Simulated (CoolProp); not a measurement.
C2F6 (R116) along the isotherm 312.6 K: fugacity coefficient from the reference equation and from simpler models built on Tc = 293.0 K, pc = 3048 kPa, ω = 0.257; each cubic takes its own stable root.

Values from CoolProp's reference Helmholtz-energy equation of state, Lemmon 2006. It is a short technical equation, of lower accuracy than the large ones.

```json
[
 {"p (kPa)": "96.4", "phase": "gas", "reference": "0.9916", "Redlich-Kwong": "0.9911", "Peng-Robinson": "0.9902"},
 {"p (kPa)": "145", "phase": "gas", "reference": "0.9873", "Redlich-Kwong": "0.9866", "Peng-Robinson": "0.9854"},
 {"p (kPa)": "219", "phase": "gas", "reference": "0.9809", "Redlich-Kwong": "0.9798", "Peng-Robinson": "0.9779"},
 {"p (kPa)": "331", "phase": "gas", "reference": "0.9712", "Redlich-Kwong": "0.9695", "Peng-Robinson": "0.9668"},
 {"p (kPa)": "499", "phase": "gas", "reference": "0.9567", "Redlich-Kwong": "0.9542", "Peng-Robinson": "0.9502"},
 {"p (kPa)": "753", "phase": "gas", "reference": "0.9348", "Redlich-Kwong": "0.9313", "Peng-Robinson": "0.9254"},
 {"p (kPa)": "1140", "phase": "gas", "reference": "0.9018", "Redlich-Kwong": "0.8967", "Peng-Robinson": "0.8884"},
 {"p (kPa)": "1710", "phase": "gas", "reference": "0.8536", "Redlich-Kwong": "0.8466", "Peng-Robinson": "0.8354"},
 {"p (kPa)": "2590", "phase": "gas", "reference": "0.7800", "Redlich-Kwong": "0.7705", "Peng-Robinson": "0.7567"},
 {"p (kPa)": "3900", "phase": "supercritical", "reference": "0.6703", "Redlich-Kwong": "0.6573", "Peng-Robinson": "0.6450"},
 {"p (kPa)": "5880", "phase": "supercritical", "reference": "0.5227", "Redlich-Kwong": "0.5132", "Peng-Robinson": "0.5058"},
 {"p (kPa)": "8880", "phase": "supercritical", "reference": "0.4085", "Redlich-Kwong": "0.4059", "Peng-Robinson": "0.3964"},
 {"p (kPa)": "13400", "phase": "supercritical", "reference": "0.3372", "Redlich-Kwong": "0.3386", "Peng-Robinson": "0.3251"},
 {"p (kPa)": "20200", "phase": "supercritical", "reference": "0.3026", "Redlich-Kwong": "0.3062", "Peng-Robinson": "0.2864"},
 {"p (kPa)": "30500", "phase": "supercritical", "reference": "0.3066", "Redlich-Kwong": "0.3110", "Peng-Robinson": "0.2800"}
]
```
